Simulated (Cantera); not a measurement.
A perfectly stirred reactor is fed with CO : H2 : O2 : N2 = 1.6 : 0.031 : 0.344 : 1.29 (molar parts), equivalence ratio 2.4, at 0.200 bar; it is adiabatic with a 525 K inlet, and is followed from long to short residence time, starting on the burning branch (τ in s: 0.057, 0.024, 0.01, 0.0043, 0.0018, 0.00078, 0.00033, 0.00014, 5.9e-05, 2.5e-05, 1.1e-05, 4.5e-06).

Computed with Cantera and GRI-Mech 3.0 (53 species, 325 reactions).

x: mole fraction; the columns are a selection and need not sum to one.

| τ (s) | T (K) | x CO | x H2 | x O2 | x CO2 | x N2O | x NO |
|---|---|---|---|---|---|---|---|
| 0.057 | 2007 | 0.333 | 0.00162 | 0.00691 | 0.205 | 1.83e-8 | 0.000274 |
| 0.024 | 1881 | 0.340 | 0.00135 | 0.0106 | 0.193 | 2.25e-8 | 0.000130 |
| 0.010 | 1716 | 0.349 | 0.000925 | 0.0143 | 0.178 | 2.80e-8 | 7.89e-5 |
| 0.0043 | ? | 0.359 | ? | ? | ? | ? | ? |
| 0.0018 | 1291 | 0.381 | 0.000443 | 0.0304 | 0.130 | 4.22e-8 | 2.03e-5 |
| 0.00078 | 525 | 0.490 | 0.00949 | 0.105 | <1e-12 | <1e-12 | <1e-12 |
| 0.00033 | 525 | 0.490 | 0.00949 | 0.105 | <1e-12 | <1e-12 | <1e-12 |
| 0.00014 | 525 | 0.490 | 0.00949 | 0.105 | <1e-12 | <1e-12 | <1e-12 |
| 5.9e-5 | 525 | 0.490 | 0.00949 | 0.105 | <1e-12 | <1e-12 | <1e-12 |
| 2.5e-5 | 525 | 0.490 | 0.00949 | 0.105 | <1e-12 | <1e-12 | <1e-12 |
| 1.1e-5 | 525 | 0.490 | 0.00949 | 0.105 | <1e-12 | <1e-12 | <1e-12 |
| 4.5e-6 | 525 | 0.490 | 0.00949 | 0.105 | <1e-12 | <1e-12 | <1e-12 |

Question: Some entries are withheld; supply them.

Answer: 
- 0.0043, T (K): 1524
- 0.0043, x H2: 0.000495
- 0.0043, x O2: 0.0181
- 0.0043, x CO2: 0.160
- 0.0043, x N2O: 3.64e-8
- 0.0043, x NO: 5.26e-5
